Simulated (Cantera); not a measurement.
Input: 1 mol ZrO₂, 1.9 mol H₂, 8.4 mol H₂O, equilibrated at 0.188 Torr.

Cantera equilibrium calculation (NASA polynomials, part measured and part estimated; ideal gas, pure solids and liquids). Candidate condensed phases: H₂O, Zr, ZrO₂; 12 gas species. The numbers say what is thermodynamically allowed, not how fast it happens.

Problem. At 1277 °C, list the 4 most abundant gas species with their mole fractions, and the condensed phases.

Solution. H₂O 0.815, H₂ 0.184, H 0.000854, OH 0.000127. Condensed: ZrO₂(tetragonal).
